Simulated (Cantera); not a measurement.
An isothermal, constant-pressure homogeneous reactor starts with 1.89 % CO, 7.37 % O2, 0.881 % H2O, 89.9 % N2, equivalence ratio 0.13, at 975 K and 1.10 bar.

Computed with Cantera and GRI-Mech 3.0 (53 species, 325 reactions).

x: mole fraction; the columns are a selection and need not sum to one.

```tsv
t (s)	x CO	x O2	x H2O	x HO2	x N2O
0.000200	0.0189	0.0737	0.00881	6.57e-12	<1e-12
0.00103	0.0189	0.0737	0.00881	2.15e-10	<1e-12
0.00532	0.0189	0.0737	0.00881	4.18e-9	<1e-12
0.0274	0.0189	0.0737	0.00881	1.27e-7	3.02e-11
0.141	0.0185	0.0735	0.00880	4.58e-6	___
0.729	0.0150	0.0719	0.00879	5.07e-6	___
3.76	0.00501	0.0672	0.00886	3.28e-6	___
19.4	0.000154	0.0649	0.00889	4.12e-7	___
100	4.29e-6	0.0649	0.00889	2.04e-8	___
```

Task: Some entries are withheld; supply them.

Result: 
- 0.141, x N2O: 6.43e-9
- 0.729, x N2O: 6.13e-8
- 3.76, x N2O: 2.48e-7
- 19.4, x N2O: 4.13e-7
- 100, x N2O: 3.74e-7
